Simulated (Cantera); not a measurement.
Charge: 1 mol trisilylamine, 30 mol NH3, 1.5 mol N2, 0.042 mol CH4, held at 35.0 mbar.

Cantera equilibrium calculation (NASA polynomials, part measured and part estimated; ideal gas, pure solids and liquids). Candidate condensed phases: C, C6H6, C7H8, C8H18, Si, SiC, Si3N4; 105 gas species. The feed counts by its element totals alone. Mutual solubility and eutectic melting of coexisting phases are not modelled. Kinetics and transport are ignored.

x: gas mole fraction; n: condensed amount in mol.

```csv
T (K),x H2,x N2,x CH4,x H,x HCN,x NH3,x Si,n Si3N4(s),n C(graphite),n SiC(s)
973,0.767,0.232,0.000650,5.06e-9,3.45e-7,7.93e-6,<1e-12,1.00,0,0
1073,0.767,0.232,0.000646,[?],[?],[?],<1e-12,1.00,0,0
1173,0.767,0.232,0.000401,5.52e-7,2.32e-5,2.47e-6,<1e-12,1.00,0.0146,0
1273,0.767,0.232,0.000194,3.34e-6,6.74e-5,1.57e-6,<1e-12,1.00,0.0251,0
1373,0.767,0.232,8.42e-5,1.56e-5,0.000136,1.07e-6,5.79e-11,0.991,0,0.0276
1473,0.767,0.232,[?],[?],[?],[?],[?],0.989,0,0.0338
1573,0.767,0.232,4.48e-6,0.000190,8.65e-5,5.69e-7,1.27e-7,0.988,0,0.0360
1673,0.767,0.232,1.36e-6,0.000533,7.22e-5,4.40e-7,2.94e-6,0.987,0,0.0371
```

**Question.** Complete the blanks.

**Answer.** 
- 1473, x CH4: 1.75e-5
- 1473, x H: 5.92e-5
- 1473, x HCN: 0.000107
- 1473, x NH3: 7.63e-7
- 1473, x Si: 3.53e-9
- 1073, x H: 6.56e-8
- 1073, x HCN: 4.45e-6
- 1073, x NH3: 4.20e-6
